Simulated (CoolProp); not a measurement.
A single-stage vapour-compression cycle with R1233zd(E): evaporating at 248.15 K (dew point), condensing at 285.15 K (bubble point), superheat 2 K, subcooling 8 K, compressor efficiency 0.6, no pressure losses. Each further row changes one setting.

The numbers come from the reference Helmholtz-energy equation of state, Akasaka 2022 in CoolProp.

```tsv
case	cooling COP	pressure ratio	discharge temperature (K)	refrigerating effect (kJ/kg)	volumetric capacity (kJ/m³)
as stated	?	5.63	316.8	183	165
evaporating temperature 253.15 K	4.49	4.30	311.8	186	215
condensing temperature 280.15 K	4.41	4.60	?	189	170
subcooling 13 K	3.86	5.63	316.8	189	170
superheat 12 K	3.74	5.63	?	?	?
compressor efficiency 0.5	3.12	5.63	328.6	183	165
```

### Question
Fill in the missing entries.

### Answer

- as stated, cooling COP: 3.75
- condensing temperature 280.15 K, discharge temperature (K): 309.0
- superheat 12 K, discharge temperature (K): 327.5
- superheat 12 K, refrigerating effect (kJ/kg): 190
- superheat 12 K, volumetric capacity (kJ/m³): 164
